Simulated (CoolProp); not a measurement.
c-C4F8 (RC318) along the isotherm 433.3 K: fugacity coefficient from the reference equation and from simpler models built on Tc = 388.4 K, pc = 2.778 MPa, ω = 0.355; each cubic takes its own stable root.

The numbers come from the reference Helmholtz-energy equation of state, Platzer 1990 in CoolProp. This equation is an older, rougher fit; its heat capacities, sound speeds and derivatives of the liquid may be far off and weren't checked against measurements.

| p (MPa) | phase | reference | Redlich-Kwong | Peng-Robinson |
|---|---|---|---|---|
| 0.0132 | gas | 0.9989 | 0.9988 | 0.9988 |
| 0.0199 | gas | 0.9984 | 0.9982 | 0.9981 |
| 0.03 | gas | 0.9976 | 0.9973 | 0.9972 |
| 0.0452 | gas | 0.9964 | 0.9960 | 0.9957 |
| 0.0682 | gas | 0.9945 | 0.9939 | 0.9936 |
| 0.103 | gas | 0.9917 | 0.9908 | 0.9903 |
| 0.155 | gas | 0.9876 | 0.9862 | 0.9855 |
| 0.234 | gas | 0.9812 | 0.9793 | 0.9781 |
| 0.353 | gas | 0.9718 | ? | 0.9671 |
| 0.533 | gas | 0.9575 | 0.9531 | 0.9507 |
| 0.804 | gas | 0.9361 | 0.9296 | 0.9263 |
| 1.21 | gas | ? | 0.8950 | ? |
| 1.83 | gas | ? | 0.8432 | 0.8381 |
| 2.76 | gas | ? | ? | ? |
| 4.17 | supercritical | 0.6857 | 0.6576 | 0.6604 |

### Question
Some entries are withheld; supply them.

### Answer

- 0.353, Redlich-Kwong: 0.9688
- 1.21, reference: 0.9045
- 1.21, Peng-Robinson: 0.8907
- 1.83, reference: 0.8569
- 2.76, reference: 0.7873
- 2.76, Redlich-Kwong: 0.7676
- 2.76, Peng-Robinson: 0.7635
